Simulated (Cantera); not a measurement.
Charge: 1 mol Al, 0.046 mol O2, 160 mol H2, equilibrated at 0.840 bar.

Method: chemical equilibrium by Gibbs-energy minimisation in Cantera with the NASA 1993 tables (ideal gas, pure condensed phases). Candidate condensed phases: Al, Al2O3, H2O; 19 gas species. Mutual solubility and eutectic melting of coexisting phases are not modelled. Equilibrium is a limit: real reactors are often held back by kinetics, nucleation or transport.

log p: log10 of the partial pressure in bar; n: condensed amount in mol.

| T (K) | log p H2 | log p Al | log p AlH | log p H | log p Al2O | n Al(s) | n Al2O3(s) | n Al(l) |
|---|---|---|---|---|---|---|---|---|
| 825 | -0.08 | <-12 | -11.74 | -11.14 | <-12 | 0.939 | 0.0307 | 0 |
| 925 | -0.08 | -11.63 | -10.01 | -9.62 | <-12 | 0.939 | 0.0307 | 0 |
| 1025 | -0.08 | (withheld) | (withheld) | (withheld) | (withheld) | 0 | 0.0307 | 0.939 |
| 1125 | -0.08 | -8.48 | -7.59 | -7.39 | -9.44 | 0 | 0.0307 | 0.939 |
| 1225 | -0.08 | -7.30 | -6.69 | -6.54 | -7.99 | 0 | 0.0307 | 0.939 |
| 1325 | -0.08 | (withheld) | (withheld) | (withheld) | (withheld) | 0 | 0.0307 | 0.938 |
| 1425 | -0.08 | -5.44 | -5.27 | -5.20 | -5.72 | 0 | 0.0305 | 0.936 |
| 1525 | -0.08 | -4.70 | -4.70 | -4.66 | -4.82 | 0 | 0.0297 | 0.927 |
| 1625 | -0.08 | -4.06 | -4.21 | -4.19 | -4.03 | 0 | 0.0247 | 0.886 |
| 1725 | -0.08 | -3.49 | -3.77 | -3.77 | -3.34 | 0 | 0.00154 | 0.728 |
| 1825 | -0.08 | -2.98 | -3.39 | -3.39 | -3.32 | 0 | 0 | 0.538 |
| 1925 | -0.08 | -2.53 | -3.05 | -3.06 | -3.32 | 0 | 0 | 0.0742 |

Q: What belongs in the gaps?

A: 
- 1325, log p Al: -6.30
- 1325, log p AlH: -5.92
- 1325, log p H: -5.82
- 1325, log p Al2O: -6.76
- 1025, log p Al: -9.90
- 1025, log p AlH: -8.68
- 1025, log p H: -8.40
- 1025, log p Al2O: -11.18
